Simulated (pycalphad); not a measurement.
Phase fractions of Al-3.81Mn-2.193Si (wt.%)

Computed with pycalphad from the COST 507 light-alloy database (1999), at 1 atm. The data set is of 1999 and partly superseded. Phase fractions are per mole of atoms.

```
T (K)  liquid  ALMNSI_ALPHA    fcc  diamond (Si)
-----  ------  ------------  -----  ------------
1000    1.000             -      -             -
950     0.953         0.047      -             -
900     0.100         0.101  0.799             -
850         -         0.108  0.892             -
800         -         0.109  0.891             -
750         -         0.109  0.888         0.002
700         -         0.110  0.886         0.005
650         -         0.110  0.884         0.006
600         -         0.110  0.883         0.007
550         -         0.110  0.882         0.008
500         -         0.110  0.882         0.008
```

Database names, with the compositions (at.%) that they take in these runs: ALMNSI_ALPHA: Al 70-73 Mn 17 Si 10-13.
